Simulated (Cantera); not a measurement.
Feed: 1 mol acetone, a varied amount of CO₂, 2.8 mol H₂, at 1125 °C and 0.105 Torr.

Equilibrium computed with Cantera from the NASA thermochemical tables; the gas is ideal and each condensed phase is pure. Candidate condensed phases: C, C₆H₆, C₇H₈, C₈H₁₈, H₂O; 110 gas species. The feed counts by its element totals alone. Equilibrium is a limit: real reactors are often held back by kinetics, nucleation or transport.

x: gas mole fraction; n: condensed amount in mol.

```json
[
 {"n(CO₂) (mol)": "0.021", "x H₂": "0.847", "x CO": "0.152", "x H₂O": "6.84e-8", "x CO₂": "5.68e-9", "x H": "0.000368", "n C(graphite)": "1.98"},
 {"n(CO₂) (mol)": "0.047", "x H₂": "0.841", "x CO": "0.159", "x H₂O": "7.07e-8", "x CO₂": "6.17e-9", "x H": "0.000367", "n C(graphite)": "1.95"},
 {"n(CO₂) (mol)": "0.11", "x H₂": "0.826", "x CO": "0.174", "x H₂O": "7.61e-8", "x CO₂": "7.40e-9", "x H": "0.000363", "n C(graphite)": "1.89"},
 {"n(CO₂) (mol)": "0.24", "x H₂": "0.796", "x CO": "0.203", "x H₂O": "8.58e-8", "x CO₂": "1.01e-8", "x H": "0.000357", "n C(graphite)": "1.76"},
 {"n(CO₂) (mol)": "0.52", "x H₂": "0.739", "x CO": "[?]", "x H₂O": "[?]", "x CO₂": "[?]", "x H": "0.000344", "n C(graphite)": "[?]"},
 {"n(CO₂) (mol)": "1.2", "x H₂": "0.630", "x CO": "0.370", "x H₂O": "1.23e-7", "x CO₂": "3.35e-8", "x H": "0.000317", "n C(graphite)": "0.800"},
 {"n(CO₂) (mol)": "2.6", "x H₂": "[?]", "x CO": "0.474", "x H₂O": "[?]", "x CO₂": "[?]", "x H": "[?]", "n C(graphite)": "0"},
 {"n(CO₂) (mol)": "5.8", "x H₂": "0.258", "x CO": "0.482", "x H₂O": "0.140", "x CO₂": "0.121", "x H": "0.000203", "n C(graphite)": "0"}
]
```

Some entries are withheld; supply them.


- 0.52, x CO: 0.260
- 0.52, x H₂O: 1.02e-7
- 0.52, x CO₂: 1.66e-8
- 0.52, n C(graphite): 1.48
- 2.6, x H₂: 0.473
- 2.6, x H₂O: 0.0359
- 2.6, x CO₂: 0.0167
- 2.6, x H: 0.000275
